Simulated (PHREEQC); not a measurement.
A solution holds 0.0017 mol CdSO4, 0.0011 mol KCl and 9.2e-05 mol MnSO4 per kg of water, at 25 °C. Closed to the air; pH follows from the charge balance.

Equilibrium calculation in PHREEQC: ion-association model, wateq4f.dat.

No solid was allowed to form.

**Question.** Order these Mn species by the share of Mn that they hold, largest first: MnSO4, Mn+2, MnCl+.

**Answer.** Mn+2 (88 %), MnSO4 (12 %), MnCl+ (0.26 %)

**Question.** Order these S species by the share of S that they hold, largest first: SO4-2, CdSO4, KSO4-, MnSO4, Cd(SO4)2-2.

**Answer.** SO4-2 (83 %), CdSO4 (16 %), MnSO4 (0.60 %), Cd(SO4)2-2 (0.52 %), KSO4- (0.45 %)

The pH is 6.48 and the ionic strength 0.00688 mol/kgw.
